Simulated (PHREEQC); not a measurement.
Consider water at 25 °C with 0.015 mol HNO3, 0.006 mol CdBr2 and 0.0034 mol NaHF2 per kg of water. Closed to the air; pH follows from the charge balance.

The numbers come from PHREEQC with the ion-association model, phreeqc.dat.

This is a speciation only: nothing precipitates in the calculation.

### Question
Order these Br species by the share of Br that they hold, largest first: CdBr2, Br-, CdBr+.

### Answer
Br- (78 %), CdBr+ (20 %), CdBr2 (1.5 %)

### Question
Order these Cd species by the share of Cd that they hold, largest first: CdNO3+, CdBr+, Cd+2, CdBr2, CdF+.

### Answer
Cd+2 (56 %), CdBr+ (41 %), CdBr2 (1.5 %), CdNO3+ (1.1 %), CdF+ (0.18 %)

The pH is 1.98 and the ionic strength 0.0282 mol/kgw.
